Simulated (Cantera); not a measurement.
An isothermal, constant-pressure homogeneous reactor starts with NO : N2 = 1 : 1.1 (molar parts), at 1875 K and 31.5 Torr. Integrator tolerance rtol = 1e-08.

Computed with Cantera and GRI-Mech 3.0 (53 species, 325 reactions). Radical loss at walls, strong at low pressure, is not modelled.

Q: What does this change do: temperature 1875 to 1598 K?

A: 
```tsv
quantity	before	after
x(NO) at 6.00 s	0.402 (gas-phase equilibrium 0.00553)	0.473 (gas-phase equilibrium 0.00201)
x(N2O) at 6.00 s	5.73e-5 (gas-phase equilibrium 6.33e-8)	7.58e-5 (gas-phase equilibrium 2.42e-8)
x(O2) at 6.00 s	0.0370 (gas-phase equilibrium 0.235)	0.00171 (gas-phase equilibrium 0.237)
x(N2) at 6.00 s	0.561 (gas-phase equilibrium 0.759)	0.526 (gas-phase equilibrium 0.761)
x(O) at 6.00 s	0.000258 (gas-phase equilibrium 0.000572)	5.98e-6 (gas-phase equilibrium 3.39e-5)
```

Q: What does this change do: N2 1.1 to 2.5 parts?

A: 
| quantity | before | after |
|---|---|---|
| x(NO) at 6.00 s | 0.402 (gas-phase equilibrium 0.00553) | 0.256 (gas-phase equilibrium 0.00454) |
| x(N2O) at 6.00 s | 5.73e-5 (gas-phase equilibrium 6.33e-8) | 2.48e-5 (gas-phase equilibrium 5.51e-8) |
| x(O2) at 6.00 s | 0.0370 (gas-phase equilibrium 0.235) | 0.0148 (gas-phase equilibrium 0.140) |
| x(N2) at 6.00 s | 0.561 (gas-phase equilibrium 0.759) | 0.729 (gas-phase equilibrium 0.855) |
| x(O) at 6.00 s | 0.000258 (gas-phase equilibrium 0.000572) | 0.000170 (gas-phase equilibrium 0.000442) |
